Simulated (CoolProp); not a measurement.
m-xylene along the isobar 193 bar: Z from the reference equation and from simpler models built on Tc = 616.9 K, pc = 35.35 bar, ω = 0.326; each cubic takes its own stable root.

Model: reference Helmholtz-energy equation of state, Zhou 2012, in CoolProp.

```csv
T (K),phase,reference
296.6,liquid,0.9503
304.6,liquid,0.9320
312.7,liquid,0.9146
320.7,liquid,0.8984
328.8,liquid,0.8829
336.8,liquid,0.8684
344.9,liquid,0.8545
352.9,liquid,0.8416
361,liquid,0.8292
369,liquid,0.8176
```

### Question
How far does each simpler model (Redlich-Kwong, Peng-Robinson) lie from the reference over these 10 states: mean and median of the absolute difference, and the worst?

### Answer
- Redlich-Kwong: mean 17.6 %, median 17.5 %, worst +18.3 % at 296.6 K and 193 bar
- Peng-Robinson: mean 2.6 %, median 2.6 %, worst +3.6 % at 296.6 K and 193 bar
